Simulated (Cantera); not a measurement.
**Carbothermic reduction: Cu2O + CO + CH4**

Charge: 1 mol Cu2O, 2.3 mol CO, a varied amount of CH4, at 1350 K and 1.60 bar.

Method: chemical equilibrium by Gibbs-energy minimisation in Cantera with the NASA 1993 tables (ideal gas, pure condensed phases). Candidate condensed phases: C, C6H6, C7H8, C8H18, Cu, CuO, Cu(OH)2, Cu2O, H2O; 113 gas species. Equilibrium is a limit: real reactors are often held back by kinetics, nucleation or transport.

From 0.33 mol CH4 to 0.96 mol CH4 the condensed part is Cu(s). From 1.1 mol CH4 to 1.8 mol CH4 the condensed part is C(graphite) + Cu(s). The main Cu-bearing gas is Cu throughout.

| n(CH4) (mol) | x CO | x H2 | x CO2 | x H2O | x CH4 | x H | n Cu(s) | n C(graphite) |
|---|---|---|---|---|---|---|---|---|
| 0.33 | 0.656 | 0.140 | 0.143 | 0.0603 | 2.54e-6 | 7.06e-7 | 2.00 | 0 |
| 0.38 | 0.658 | 0.162 | 0.121 | 0.0588 | 4.03e-6 | 7.59e-7 | 2.00 | 0 |
| 0.45 | 0.658 | 0.192 | 0.0958 | 0.0549 | 7.14e-6 | 8.25e-7 | 2.00 | 0 |
| 0.52 | 0.656 | 0.220 | 0.0749 | 0.0494 | 1.19e-5 | 8.84e-7 | 2.00 | 0 |
| 0.61 | 0.651 | 0.254 | 0.0534 | 0.0410 | 2.21e-5 | 9.50e-7 | 2.00 | 0 |
| 0.71 | 0.645 | 0.290 | 0.0348 | 0.0307 | 4.32e-5 | 1.01e-6 | 2.00 | 0 |
| 0.83 | 0.636 | 0.328 | 0.0177 | 0.0179 | 0.000106 | 1.08e-6 | 2.00 | 0 |
| 0.96 | 0.626 | 0.365 | 0.00387 | 0.00444 | 0.000581 | 1.14e-6 | 2.00 | 0 |
| 1.1 | 0.598 | 0.397 | 0.00167 | 0.00218 | 0.00145 | 1.19e-6 | 2.00 | 0.113 |
| 1.3 | 0.557 | 0.437 | 0.00145 | 0.00223 | 0.00176 | 1.25e-6 | 2.00 | 0.311 |
| 1.5 | 0.522 | 0.472 | 0.00127 | 0.00226 | 0.00206 | 1.30e-6 | 2.00 | 0.509 |
| 1.8 | 0.477 | 0.518 | 0.00106 | 0.00226 | 0.00247 | 1.36e-6 | 2.00 | 0.806 |
x: gas mole fraction; n: condensed amount in mol.
